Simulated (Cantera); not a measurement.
An isothermal, constant-pressure homogeneous reactor starts with C2H4 : H2 = 1 : 1.1 (molar parts), at 1623 K and 0.0370 bar. Integrator tolerance rtol = 1e-08.

Cantera simulation using GRI-Mech 3.0 (53 species, 325 reactions); the numbers are that mechanism's predictions, not measurements. GRI-Mech 3.0 was tuned for natural gas; its chemistry of ethylene as a main component is partial and can be far from experiment. GRI-Mech 3.0 stops at C3 and has no aromatics, soot or wall deposition, so with more carbon than oxygen in the feed, carbon stays in small species such as C2H2 where larger ones or solid carbon would form. Radical loss at walls, strong at low pressure, is not modelled.

What does this change do: pressure from 0.0370 bar to 0.0267 bar?


```
quantity                                              before                                      after
-----------------  -----------------------------------------  -----------------------------------------
x(C2H4) at 30.0 s  0.000726 (gas-phase equilibrium 0.000726)  0.000524 (gas-phase equilibrium 0.000524)
x(H2) at 30.0 s          0.675 (gas-phase equilibrium 0.675)        0.675 (gas-phase equilibrium 0.675)
x(C2H) at 30.0 s     5.38e-7 (gas-phase equilibrium 5.38e-7)    6.34e-7 (gas-phase equilibrium 6.33e-7)
x(C2H2) at 30.0 s        0.322 (gas-phase equilibrium 0.322)        0.322 (gas-phase equilibrium 0.322)
x(CH2) at 30.0 s     1.06e-8 (gas-phase equilibrium 1.09e-8)    9.93e-9 (gas-phase equilibrium 1.09e-8)
x(CH4) at 30.0 s     0.00282 (gas-phase equilibrium 0.00289)    0.00190 (gas-phase equilibrium 0.00209)
```
